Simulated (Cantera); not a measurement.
Feed: 1 mol TEOS, 7 mol O2, 25 mol N2, 17 mol N2O, held at 1100 K and 1.00 bar.

Equilibrium computed with Cantera from the NASA thermochemical tables; the gas is ideal and each condensed phase is pure. Candidate condensed phases: C, C6H6, C7H8, C8H18, H2O, Si, SiC, SiO2, Si2N2O, Si3N4; 151 gas species. The feed counts by its element totals alone. Rates play no part.

Base state: N2 0.661, H2O 0.157, CO2 0.126, O2 0.0551, NO 3.99e-5 (mole fractions); condensed: SiO2(β-quartz).

What changes in the equilibrium state with this change: temperature from 1100 K to 1625 K?


```csv
species,before,after
N2,0.661,0.661
H2O,0.157,0.157
CO2,0.126,0.126
NO,3.99e-5,0.00100
O2,0.0551,0.0546
CO,<1e-9,1.49e-5
OH,6.11e-7,0.000191
"SiO2(β-quartz), mol",1.00,1.00
```
The tables hold silica as quartz up to 1696 K and as liquid above; real silica turns to tridymite and cristobalite and melts near 1996 K. Gases not in the tables: Si(OH)4.
